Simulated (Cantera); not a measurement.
Charge: 1 mol Si₃N₄, a varied amount of H₂, at 1748 K and 0.133 bar.

These are equilibrium values from Cantera (NASA tables, ideal gas, pure condensed phases), not measurements of a reactor. Candidate condensed phases: Si, Si₃N₄; 18 gas species. Mutual solubility and eutectic melting of coexisting phases are not modelled. Gases not in the tables: Si₂H₆ and higher silanes. Equilibrium is a limit: real reactors are often held back by kinetics, nucleation or transport.

Q: At 30 mol H₂, list the 5 most abundant gas species with their mole fractions, and the condensed phases.

A: H₂ 0.972, N₂ 0.0275, H 0.000617, SiH₂ 1.99e-5, Si 1.09e-5. Condensed: Si(l) + Si₃N₄(s).
